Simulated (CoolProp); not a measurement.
A single-stage vapour-compression cycle with hydrogen sulfide: evaporating at 213.15 K (dew point), condensing at 250.15 K (bubble point), superheat 0 K, subcooling 0 K, compressor efficiency 0.65, no pressure losses. Each further row changes one setting.

The numbers come from the reference Helmholtz-energy equation of state, Lemmon 2006 in CoolProp. It is a short technical equation, of lower accuracy than the large ones.

```
case                              cooling COP  pressure ratio  discharge temperature (K)  refrigerating effect (kJ/kg)  volumetric capacity (kJ/m³)
--------------------------------  -----------  --------------  -------------------------  ----------------------------  ---------------------------
as stated                                3.17            4.78                      363.7                           472                          955
evaporating temperature 218.15 K         3.84            3.74                      343.8                           476                         1210
condensing temperature 245.15 K          3.75            3.99                      343.5                           482                          976
subcooling 5 K                           3.24            4.78                      363.7                           482                          976
superheat 10 K                           3.08            4.78                      380.5                           482                          929
compressor efficiency 0.55               2.68            4.78                      389.2                           472                          955
```
